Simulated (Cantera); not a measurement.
Mixture: CH₄ : H₂ : O₂ : N₂ = 1 : 0.066 : 1.69 : 6.37 (molar parts), at 2.60 bar, adiabatic and at constant pressure. Ignition delay is the time to a rise of 400 K.

Cantera simulation using GRI-Mech 3.0 (53 species, 325 reactions); the numbers are that mechanism's predictions, not measurements.

Q: At T0 = 1525 K, what is the delay, and which 7 reactions control it most (d ln τ / d ln k, from doubling and halving each rate constant)?

A: The delay is 0.357 ms.
| reaction | d ln τ / d ln k | faster rate |
|---|---|---|
| H + O2 <=> O + OH | -0.49 | shortens it |
| 2 CH3 (+M) <=> C2H6 (+M) | 0.40 | lengthens it |
| CH3 + O2 <=> CH3O + O | -0.37 | shortens it |
| CH4 + H <=> CH3 + H2 | 0.21 | lengthens it |
| CH3 + HO2 <=> CH3O + OH | -0.18 | shortens it |
| CH3 + O2 <=> CH2O + OH | -0.17 | shortens it |
| CH4 + OH <=> CH3 + H2O | 0.13 | lengthens it |
